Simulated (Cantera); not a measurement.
A Cantera script and its output.

```python
import numpy as np
import cantera as ct

gas = ct.Solution("h2o2.yaml")
gas.TPX = 500, 14000, {'H2': 1, 'O2': 0.417, 'N2': 2.04}
flame = ct.FreeFlame(gas, width=0.16)
flame.set_refine_criteria(ratio=3, slope=0.08, curve=0.16)
flame.transport_model = "mixture-averaged"
flame.solve(loglevel=0, auto=True)
z, T = flame.grid, flame.T
thick = (T[-1] - T[0]) / np.gradient(T, z).max()
show = ['H2', 'O2', 'H2O2', 'HO2', 'O', 'H2O']
print(f"laminar burning velocity  {flame.velocity[0] * 100:.3f} cm/s")
print(f"burnt temperature         {T[-1]:.1f} K")
print(f"thermal thickness         {thick * 1e3:.4f} mm")
print(f"grid points               {len(z)}")
z0 = z[flame.heat_release_rate.argmax()]
print(f"{'z/mm':>9s}{'T/K':>9s}{'u/(m/s)':>9s}" + "".join(f"{s:>11s}" for s in show))
rows = []
for k in (-3, -2, -1.5, -1, -0.5, -0.25, 0, 0.25, 0.5, 1, 2, 4, 8):
    zz = z0 + k * thick
    rows.append([k * thick, np.interp(zz, z, T), np.interp(zz, z, flame.velocity),
                 *(np.interp(zz, z, flame.X[gas.species_index(s)]) for s in show)])
    print(f"{rows[-1][0] * 1e3:9.3f}{rows[-1][1]:9.1f}{rows[-1][2]:9.3f}" + "".join(f"{x:11.3e}" for x in rows[-1][3:]))
```

Output:

```
laminar burning velocity  385.862 cm/s
burnt temperature         2252.4 K
thermal thickness         6.1865 mm
grid points               148
     z/mm      T/K  u/(m/s)         H2         O2       H2O2        HO2          O        H2O
  -18.560    500.0    3.859  2.893e-01  1.206e-01 -5.391e-18  1.925e-15  4.856e-19  6.177e-16
  -12.373    500.0    3.859  2.893e-01  1.206e-01  8.605e-17  9.425e-13  6.452e-16  3.431e-14
   -9.280    500.0    3.859  2.893e-01  1.206e-01  1.779e-14  1.261e-10  1.302e-13  4.423e-12
   -6.187    500.0    3.859  2.893e-01  1.206e-01  4.175e-11  7.657e-08  1.553e-10  5.478e-09
   -3.093    506.0    3.899  2.879e-01  1.206e-01  1.199e-06  6.084e-05  4.020e-06  3.101e-04
   -1.547    654.6    4.978  2.649e-01  1.165e-01  2.626e-06  3.882e-05  1.341e-04  1.256e-02
    0.000   1058.2    7.810  1.465e-01  7.533e-02  4.468e-07  1.308e-05  4.881e-03  1.008e-01
    1.547   1322.6    9.649  5.995e-02  2.316e-02  5.789e-07  3.634e-06  8.831e-03  1.961e-01
    3.093   1432.4   10.382  5.412e-02  1.638e-02  5.154e-07  2.272e-06  8.689e-03  2.092e-01
    6.187   1553.5   11.167  5.671e-02  1.402e-02  3.640e-07  1.680e-06  8.000e-03  2.151e-01
   12.373   1689.2   12.024  5.886e-02  1.152e-02  2.060e-07  1.198e-06  6.756e-03  2.225e-01
   24.746   1827.4   12.872  5.954e-02  8.836e-03  1.074e-07  8.209e-07  5.142e-03  2.314e-01
   49.492   1956.8   13.645  5.880e-02  6.201e-03  5.734e-08  5.449e-07  3.476e-03  2.413e-01
```

Cantera simulation using the H2/O2 subset of GRI-Mech 3.0, which has no nitrogen chemistry; the numbers are that mechanism's predictions, not measurements. Burning velocities carry a grid error of a few per cent, more on coarse grids.
